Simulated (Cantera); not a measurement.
## Low-pressure radical oxidation in H2/O2

An isothermal, constant-pressure homogeneous reactor starts with H2 : O2 = 0.059 : 1 (molar parts), at 1198 K and 20.0 Torr.

Model: the H2/O2 subset of GRI-Mech 3.0, which has no nitrogen chemistry, integrated in Cantera. Radical loss at walls, strong at low pressure, is not modelled. The temperature is held fixed by assumption; the heat of reaction is taken as removed at once.

```csv
t (s),x H2,x O2,x OH,x O,x HO2
3.00e-6,0.0557,0.944,1.76e-11,1.79e-11,2.79e-10
1.35e-5,0.0557,0.944,2.86e-10,3.08e-10,1.25e-9
6.04e-5,0.0557,0.944,3.42e-9,4.44e-9,5.64e-9
0.000271,0.0557,0.944,1.32e-7,2.01e-7,2.67e-8
0.00122,0.0151,0.916,0.00673,0.0198,8.25e-6
0.00546,0.000721,0.917,0.00306,0.0226,6.97e-6
0.0245,0.000165,0.937,0.00146,0.00496,4.13e-6
0.110,1.24e-5,0.942,0.000406,0.000377,9.22e-7
0.493,9.27e-7,0.943,0.000113,2.89e-5,1.17e-7
2.21,1.07e-7,0.943,3.89e-5,3.42e-6,1.87e-8
9.93,1.77e-8,0.943,1.59e-5,5.73e-7,8.85e-9
44.6,5.14e-9,0.943,8.58e-6,1.67e-7,1.17e-8
200,4.44e-9,0.943,7.97e-6,1.44e-7,1.24e-8
```
x: mole fraction; the columns are a selection and need not sum to one.

Equilibrium at this temperature and pressure: H2 4.43e-9, O2 0.943, OH 7.97e-6, O 1.44e-7, HO2 1.24e-8 (gas phase only).
